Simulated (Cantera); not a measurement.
A closed system holds: 1 mol H2S, 0.057 mol H2, 0.31 mol O2, held at 0.00460 bar.

Method: chemical equilibrium by Gibbs-energy minimisation in Cantera with the NASA 1993 tables (ideal gas, pure condensed phases). Candidate condensed phases: H2O, H2SO4, S; 19 gas species. Gases not in the tables: S3 to S7. Rates play no part. All values below are at 825 K.

Base state: H2O 0.450, H2S 0.331, S2 0.204, H2 0.00810, SO2 0.00630, S2O 0.000404 (mole fractions); condensed: gas only.

Problem. What changes in the equilibrium state with this change: pressure from 0.00460 bar to 0.0370 bar?

Solution. 
```csv
species,before,after
H2O,0.450,0.438
H2S,0.331,0.353
S2,0.204,0.191
SO2,0.00630,0.0135
H2,0.00810,0.00315
S2O,0.000404,0.000950
```

Problem. What changes in the equilibrium state with this change: O2 from 0.31 to 0.13 mol?

Solution. 
| species | before | after |
|---|---|---|
| H2S | 0.331 | 0.657 |
| H2O | 0.450 | 0.222 |
| S2 | 0.204 | 0.0980 |
| H2 | 0.00810 | 0.0232 |
| SO2 | 0.00630 | 0.000129 |
| S2O | 0.000404 | 3.33e-5 |
